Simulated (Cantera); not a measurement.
An isothermal, constant-pressure homogeneous reactor starts with CH4 : N2 = 1 : 15 (molar parts), at 1800 K and 1900 Pa.

Model: GRI-Mech 3.0 (53 species, 325 reactions), integrated in Cantera. GRI-Mech 3.0 stops at C3 and has no aromatics, soot or wall deposition, so with more carbon than oxygen in the feed, carbon stays in small species such as C2H2 where larger ones or solid carbon would form. Radical loss at walls, strong at low pressure, is not modelled.

One state of this run: x CH4 = 0.00990; x C2H = 7.25e-7; x C2H6 = 1.42e-6; x H = 0.000251; x C2H4 = 0.000188; x HCN = 4.84e-6. x: mole fraction; the columns are a selection and need not sum to one.

Question: Which value of t (s) does it belong to?
A) 0.0655
B) 0.0288
C) 0.149
D) 4.00e-5

Answer: C, 0.149
